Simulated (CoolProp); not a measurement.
Water along the isotherm 655.8 K: density (kg/m³) from the reference equation and from simpler models built on Tc = 647.1 K, pc = 22.06 MPa, ω = 0.344; each cubic takes its own stable root.

The numbers come from the reference Helmholtz-energy equation of state, Wagner 2002 in CoolProp.

| p (MPa) | phase | reference |
|---|---|---|
| 6.25 | gas | 22.91 |
| 12.5 | gas | 53.09 |
| 18.8 | gas | 102.4 |
| 25 | supercritical | 396.8 |
| 31.2 | supercritical | 531.2 |
| 37.5 | supercritical | 574.1 |
| 43.8 | supercritical | 602.1 |
| 50 | supercritical | 623.2 |
| 56.2 | supercritical | 640.5 |
| 62.5 | supercritical | 655.6 |
| 68.8 | supercritical | 668.7 |
| 75 | supercritical | 680.3 |
| 81.2 | supercritical | 690.8 |
| 87.5 | supercritical | 700.7 |
| 93.8 | supercritical | 709.7 |
| 100 | supercritical | 718.1 |

Question: How far does each simpler model (van der Waals, Peng-Robinson) lie from the reference over these 16 states: mean and median of the absolute difference, and the worst?

Answer: 
- van der Waals: mean 36.1 %, median 44.1 %, worst -44.5 % at 655.8 K and 100 MPa
- Peng-Robinson: mean 20.0 %, median 23.2 %, worst -28.2 % at 655.8 K and 25 MPa
